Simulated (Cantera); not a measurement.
Gas mixture: 36.2 % C3H8, 63.8 % C2H2, at 2.80 bar, frozen composition.

Cantera's kinetic-theory transport with the Lennard-Jones parameters of GRI-Mech 3.0, ideal gas; thermal conductivity in the multicomponent form. The composition is frozen, though it would react at the higher temperatures.

One state of this run: ρ (kg/m³) = 0.783; cp (J/kg/K) = 3679; μ (µPa s) = 32.2; λ (mW/m/K) = 153; Pr = 0.774; D (cm²/s) H2O = 0.939; D (cm²/s) C2H2 = 0.518; D (cm²/s) H2 = 2.72. D: mixture-averaged diffusion coefficient of that species in the mixture.

Question: Which value of T (K) does it belong to?
A) 1400
B) 1800
C) 600
D) 1600

Answer: A, 1400
